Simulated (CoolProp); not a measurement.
Saturation properties of CHF3 (R23) (Tc = 26.1 °C, pc = 4832 kPa, ω = 0.263).

Model: reference Helmholtz-energy equation of state, Penoncello 2003, in CoolProp.

```json
[
 {"T (°C)": "-87.75", "p (kPa)": "71.88", "enthalpy of vaporisation (kJ/kg)": "244.0", "vapour Z": "0.9657", "liquid viscosity (µPa s)": "336", "vapour viscosity (µPa s)": "9.16"},
 {"T (°C)": "-84.65", "p (kPa)": "86.81", "enthalpy of vaporisation (kJ/kg)": "241.5", "vapour Z": "0.9614", "liquid viscosity (µPa s)": "319", "vapour viscosity (µPa s)": "9.33"},
 {"T (°C)": "-81.55", "p (kPa)": "104.1", "enthalpy of vaporisation (kJ/kg)": "239.0", "vapour Z": "0.9566", "liquid viscosity (µPa s)": "303", "vapour viscosity (µPa s)": "9.50"},
 {"T (°C)": "-78.55", "p (kPa)": "123.3", "enthalpy of vaporisation (kJ/kg)": "236.5", "vapour Z": "0.9517", "liquid viscosity (µPa s)": "289", "vapour viscosity (µPa s)": "9.66"},
 {"T (°C)": "-75.45", "p (kPa)": "146.0", "enthalpy of vaporisation (kJ/kg)": "233.9", "vapour Z": "0.9462", "liquid viscosity (µPa s)": "275", "vapour viscosity (µPa s)": "9.83"},
 {"T (°C)": "-72.35", "p (kPa)": "171.8", "enthalpy of vaporisation (kJ/kg)": "231.2", "vapour Z": "0.9403", "liquid viscosity (µPa s)": "262", "vapour viscosity (µPa s)": "10.00"},
 {"T (°C)": "-69.25", "p (kPa)": "201.1", "enthalpy of vaporisation (kJ/kg)": "228.5", "vapour Z": "0.9340", "liquid viscosity (µPa s)": "250", "vapour viscosity (µPa s)": "10.2"},
 {"T (°C)": "-66.15", "p (kPa)": "234.1", "enthalpy of vaporisation (kJ/kg)": "225.7", "vapour Z": "0.9272", "liquid viscosity (µPa s)": "239", "vapour viscosity (µPa s)": "10.3"},
 {"T (°C)": "-63.15", "p (kPa)": "269.9", "enthalpy of vaporisation (kJ/kg)": "222.9", "vapour Z": "0.9203", "liquid viscosity (µPa s)": "229", "vapour viscosity (µPa s)": "10.5"},
 {"T (°C)": "-60.05", "p (kPa)": "311.2", "enthalpy of vaporisation (kJ/kg)": "220.0", "vapour Z": "0.9126", "liquid viscosity (µPa s)": "219", "vapour viscosity (µPa s)": "10.7"},
 {"T (°C)": "-56.95", "p (kPa)": "357.1", "enthalpy of vaporisation (kJ/kg)": "217.0", "vapour Z": "0.9045", "liquid viscosity (µPa s)": "210", "vapour viscosity (µPa s)": "10.8"},
 {"T (°C)": "-53.85", "p (kPa)": "408.1", "enthalpy of vaporisation (kJ/kg)": "213.9", "vapour Z": "0.8959", "liquid viscosity (µPa s)": "201", "vapour viscosity (µPa s)": "11.0"},
 {"T (°C)": "-50.75", "p (kPa)": "464.4", "enthalpy of vaporisation (kJ/kg)": "210.8", "vapour Z": "0.8869", "liquid viscosity (µPa s)": "192", "vapour viscosity (µPa s)": "11.2"},
 {"T (°C)": "-47.75", "p (kPa)": "524.4", "enthalpy of vaporisation (kJ/kg)": "207.6", "vapour Z": "0.8776", "liquid viscosity (µPa s)": "184", "vapour viscosity (µPa s)": "11.4"},
 {"T (°C)": "-44.65", "p (kPa)": "592.4", "enthalpy of vaporisation (kJ/kg)": "204.3", "vapour Z": "0.8675", "liquid viscosity (µPa s)": "177", "vapour viscosity (µPa s)": "11.5"}
]
```

It boils at -82.0 °C under 1 atm.

Viscosity comes from a separate model (Shan 2000).
